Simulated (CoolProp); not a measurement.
The numbers come from the reference Helmholtz-energy equation of state, Thol 2018 in CoolProp.

**Question.** For hydrogen chloride, give the phase and the cp (kJ/(kg K)) at 288.2 K and 0.959 MPa; 355.2 K and 0.959 MPa; 422.2 K and 0.959 MPa.

**Answer.** 
- 288.2 K and 0.959 MPa: gas; cp 0.936
- 355.2 K and 0.959 MPa: gas; cp 0.851
- 422.2 K and 0.959 MPa: gas; cp 0.826
